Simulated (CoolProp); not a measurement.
Model: reference Helmholtz-energy equation of state, Wu 2012, in CoolProp.

### Question
Give the vapour pressure (MPa), liquid density (kg/m³), vapour density (kg/m³), liquid cp (kJ/(kg K)) of saturated fluoroethane (R161) at 6.45, 70.45 °C.

### Answer
```tsv
T (°C)	p (MPa)	liquid density (kg/m³)	vapour density (kg/m³)	liquid cp (kJ/(kg K))
6.45	0.537	748	12.5	2.17
70.45	2.71	586	70.9	2.93
```
